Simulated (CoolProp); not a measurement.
Values from CoolProp's reference Helmholtz-energy equation of state, Thol 2017.

Problem. For octamethyltrisiloxane (MDM), give the phase and the cv (kJ/(kg K)), fugacity coefficient at 575 K and 316 kPa; 575 K and 719 kPa.

Solution. 
- 575 K and 316 kPa: gas; cv 2.07, fugacity coefficient 0.932
- 575 K and 719 kPa: gas; cv 2.09, fugacity coefficient 0.846
